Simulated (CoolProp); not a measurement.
20 sccm (0 °C, 1 atm) of nitrogen bubbles through liquid octamethylcyclotetrasiloxane (D4) at 351.7 K and leaves saturated at a total pressure of 0.0474 MPa (ideal gas phase). Each further row changes one setting.

Computed with CoolProp (reference Helmholtz-energy equation of state, Thol 2015).

| case | vapour pressure (kPa) | mole fraction of vapour | delivery (mg/min) | delivery (sccm) | change of delivery for a bath 1 K warmer (%) |
|---|---|---|---|---|---|
| as stated | 3.36 | 0.0709 | 20.2 | 1.53 | 5.3 |
| bath temperature 356.7 K | 4.26 | 0.0898 | 26.1 | 1.97 | 5.2 |
| total pressure 0.0948 MPa | 3.36 | 0.0354 | 9.72 | 0.735 | 5.1 |
